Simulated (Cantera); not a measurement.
Cantera run, input and output.

```python
import numpy as np
import cantera as ct

gas = ct.Solution("gri30.yaml")
gas.TP = 300, 180000
flame = ct.CounterflowDiffusionFlame(gas, width=0.02)
flame.fuel_inlet.X, flame.fuel_inlet.T = {'CH4': 1}, 575
flame.oxidizer_inlet.X, flame.oxidizer_inlet.T = {'O2': 0.26, 'N2': 0.74}, 648
flame.set_refine_criteria(ratio=3, slope=0.12, curve=0.24, prune=0.03)
show = ['OH', 'H', 'NO', 'CO', 'C2H2']

rows = []
print(f"{'mdot':>8s}{'a_max':>10s}{'a_mean':>10s}{'Tmax/K':>9s}" + "".join(f"{s:>11s}" for s in show) + "   (peak mole fractions)")
for i, mdot in enumerate([0.45, 0.61, 0.82, 1.1, 1.5, 2, 2.7]):  # kg/m2/s on the oxidiser side
    flame.oxidizer_inlet.mdot, flame.fuel_inlet.mdot = mdot, 0.66 * mdot
    flame.solve(loglevel=0, auto=(i == 0))
    if flame.T.max() < max(575, 648) + 100:
        print(f"{mdot:8.3g}  no burning solution found from the previous one")
        break
    dT = np.abs(np.gradient(flame.T, flame.grid))
    rows.append([flame.strain_rate("max"), flame.strain_rate("mean"), flame.T.max(),
                 *(flame.X[gas.species_index(s)].max() for s in show), max(dT[0], dT[-1]) / dT.max()])
    print(f"{mdot:8.3g}{rows[-1][0]:10.1f}{rows[-1][1]:10.1f}{rows[-1][2]:9.1f}" + "".join(f"{x:11.3e}" for x in rows[-1][3:-1]))
```

Output:

```
    mdot     a_max    a_mean   Tmax/K         OH          H         NO         CO       C2H2   (peak mole fractions)
    0.45     231.3      47.8   2474.8  1.418e-02  5.260e-03  8.991e-04  9.284e-02  2.383e-02
    0.61     304.5      64.8   2450.3  1.424e-02  5.451e-03  7.745e-04  9.048e-02  2.337e-02
    0.82     398.8      87.0   2429.5  1.440e-02  5.684e-03  6.891e-04  8.837e-02  2.277e-02
     1.1     521.6     116.8   2410.8  1.457e-02  5.944e-03  6.220e-04  8.662e-02  2.217e-02
     1.5     692.2     159.2   2392.6  1.468e-02  6.211e-03  5.600e-04  8.480e-02  2.146e-02
       2     899.6     212.3   2378.3  1.473e-02  6.460e-03  5.094e-04  8.325e-02  2.073e-02
     2.7    1182.7     286.6   2363.3  1.469e-02  6.686e-03  4.590e-04  8.168e-02  1.992e-02
```

Computed with Cantera and GRI-Mech 3.0 (53 species, 325 reactions). GRI-Mech 3.0 has no aromatics or soot, which form on the fuel side of real flames. The maximum strain rate includes the flame's own expansion and is several times the mean.
